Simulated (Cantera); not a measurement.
A closed system holds: 1 mol CF4, 2.2 mol H2, held at 3275 K and 0.000960 bar.

Equilibrium computed with Cantera from the NASA thermochemical tables; the gas is ideal and each condensed phase is pure. Candidate condensed phases: C, C6H6, C7H8, C8H18; 95 gas species. Kinetics and transport are ignored.

Base state: H 0.415, F 0.360, HF 0.125, C 0.0718, C3 0.00901, CF 0.00869, C2 0.00779, H2 0.00141 (mole fractions); condensed: gas only.

**Question.** What changes in the equilibrium state with this change: H2 from 2.2 to 0.04 mol?

**Answer.** 
```csv
species,before,after
F,0.360,0.825
C,0.0718,0.0958
CF,0.00869,0.0265
H,0.415,0.0102
HF,0.125,0.00701
C3,0.00901,0.0214
C2,0.00779,0.0139
H2,0.00141,8.44e-7
CH,2.48e-5,8.09e-7
```
